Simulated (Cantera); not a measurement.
Feed: 1 mol PbO, 0.36 mol C, 0.034 mol CO.

Equilibrium computed with Cantera from the NASA thermochemical tables; the gas is ideal and each condensed phase is pure. Candidate condensed phases: C, Pb, PbO, PbO2, Pb3O4; 15 gas species. Each liquid is taken as pure. Mutual solubility and eutectic melting of coexisting phases are not modelled. Kinetics and transport are ignored.

Stable condensed phases, one row left out:

```
T in K \ P in Pa
              10      52     270    1400    7200   37000  190000 1000000
   2448        A       A       A       A       A       A       A       A
   2348        A       A       A       A       A       A       A       B
   2248        A       A       A       A       A       A       A       B
   2148        A       A       A       A       A       A       A       C
   2048        A       A       A       A       A       A       A       C
   1948        A       A       A       A       A       A       B       C
   1848        A       A       A       A       A       A       C       C
   1648        A       A       A       A       A       C       C       C
   1548        A       A       A       A       B       C       C       C
```

A: gas only; B: Pb; C: Pb + PbO.

Question: Give the row for 1748 K.

Answer: 10: gas only; 52: gas only; 270: gas only; 1400: gas only; 7200: gas only; 37000: Pb; 190000: Pb + PbO; 1000000: Pb + PbO.
